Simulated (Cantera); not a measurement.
A freely propagating, adiabatic, planar premixed flame of C3H8 : O2 : N2 = 1 : 5.38 : 26.9 (molar parts), equivalence ratio 0.93, unburnt at 575 K and 340000 Pa; mixture-averaged transport, grid criteria slope 0.08 and curve 0.16, no radiation.

Computed with Cantera and GRI-Mech 3.0 (53 species, 325 reactions). GRI-Mech 3.0 was tuned for natural gas; its chemistry of propane as a main component is partial and can be far from experiment. Burning velocities carry a grid error of a few per cent, more on coarse grids.

Q: Predict: laminar burning velocity; thermal thickness; peak x(CO); peak x(CH4); peak x(HCO).

A: 
```
Property                      Value
------------------------  ---------
laminar burning velocity  61.9 cm/s
thermal thickness          0.149 mm
peak x(CO)                   0.0426
peak x(CH4)                 0.00198
peak x(HCO)                 3.37e-5
```
